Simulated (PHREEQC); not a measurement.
## Nickel, zinc or cadmium bath: an equilibrium model

Dissolve 160 mmol/kgw CdSO4 and 7.6 mmol/kgw NiCl2 at 20 °C. Closed to the air; pH follows from the charge balance.

Computed with PHREEQC (ion-association model, wateq4f.dat).

Each row changes one thing in this solution. Precipitation was switched off in this run.

```csv
case,pH,ionic strength (mol/kgw),Cd+2 (mol/kgw),CdSO4 (mol/kgw),SO4-2 (mol/kgw),Cd(SO4)2-2 (mol/kgw)
as made,5.83,0.292,0.0655,0.0577,0.0449,0.0273
NiCl2 replaced by PbCl2 at the same molality,5.49,0.287,0.0665,0.0575,0.0435,0.0265
temperature from 20 to 10 °C,5.92,0.295,0.0662,0.0561,0.0447,0.0282
NiCl2 left out,5.93,0.284,0.0710,0.0611,0.0431,0.0279
temperature from 20 to 40 °C,5.67,0.288,0.0647,0.0601,0.0455,0.0257
CdSO4 from 0.16 to 0.08 mol/kgw,5.91,0.164,0.0343,0.0285,0.0297,0.00958
```

Some of these states are supersaturated (in Anglesite, Larnakite, for instance). In wateq4f.dat the enthalpy of Ni(OH)2 has the wrong sign, so its saturation index can't be trusted away from 25 °C. At this temperature some constants are extrapolated from 25 °C, and those without enthalpy data are left unchanged.
